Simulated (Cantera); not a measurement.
An isothermal, constant-pressure homogeneous reactor starts with H₂ : O₂ : N₂ = 0.58 : 1 : 4 (molar parts), equivalence ratio 0.29, at 1300 K and 0.160 bar.

Detailed kinetics in Cantera: the H2/O2 subset of GRI-Mech 3.0, which has no nitrogen chemistry. The temperature is held fixed by assumption; the heat of reaction is taken as removed at once.

x: mole fraction; the columns are a selection and need not sum to one.

```json
[
 {"t (s)": "2.00e-5", "x H₂": "0.104", "x O₂": "0.179", "x HO₂": "2.39e-8", "x OH": "8.09e-9", "x H₂O": "2.50e-8", "x H₂O₂": "5.27e-11", "x H": "3.64e-8"},
 {"t (s)": "0.000138", "x H₂": "0.103", "x O₂": "0.179", "x HO₂": "5.37e-6", "x OH": "0.000108", "x H₂O": "0.000609", "x H₂O₂": "2.14e-8", "x H": "0.000437"},
 {"t (s)": "0.000946", "x H₂": "0.00375", "x O₂": "0.131", "x HO₂": "1.22e-5", "x OH": "0.00363", "x H₂O": "0.0979", "x H₂O₂": "9.67e-7", "x H": "0.00928"},
 {"t (s)": "0.00650", "x H₂": "(withheld)", "x O₂": "0.134", "x HO₂": "(withheld)", "x OH": "(withheld)", "x H₂O": "0.109", "x H₂O₂": "(withheld)", "x H": "(withheld)"},
 {"t (s)": "0.0447", "x H₂": "3.11e-6", "x O₂": "0.134", "x HO₂": "1.53e-7", "x OH": "0.000106", "x H₂O": "0.110", "x H₂O₂": "2.46e-8", "x H": "2.13e-7"},
 {"t (s)": "0.308", "x H₂": "(withheld)", "x O₂": "0.134", "x HO₂": "(withheld)", "x OH": "(withheld)", "x H₂O": "0.110", "x H₂O₂": "(withheld)", "x H": "(withheld)"},
 {"t (s)": "2.11", "x H₂": "6.92e-8", "x O₂": "0.134", "x HO₂": "1.76e-8", "x OH": "1.61e-5", "x H₂O": "0.110", "x H₂O₂": "9.27e-10", "x H": "7.75e-10"},
 {"t (s)": "14.5", "x H₂": "6.54e-8", "x O₂": "0.134", "x HO₂": "1.77e-8", "x OH": "1.56e-5", "x H₂O": "0.110", "x H₂O₂": "8.81e-10", "x H": "7.12e-10"},
 {"t (s)": "100", "x H₂": "6.54e-8", "x O₂": "0.134", "x HO₂": "1.77e-8", "x OH": "1.56e-5", "x H₂O": "0.110", "x H₂O₂": "8.81e-10", "x H": "7.12e-10"}
]
```

Q: Fill in the missing entries.

A: 
- 0.00650, x H₂: 9.68e-5
- 0.00650, x HO₂: 2.78e-6
- 0.00650, x OH: 0.000561
- 0.00650, x H₂O₂: 2.42e-7
- 0.00650, x H: 3.28e-5
- 0.308, x H₂: 2.80e-7
- 0.308, x HO₂: 2.22e-8
- 0.308, x OH: 3.24e-5
- 0.308, x H₂O₂: 3.25e-9
- 0.308, x H: 6.17e-9
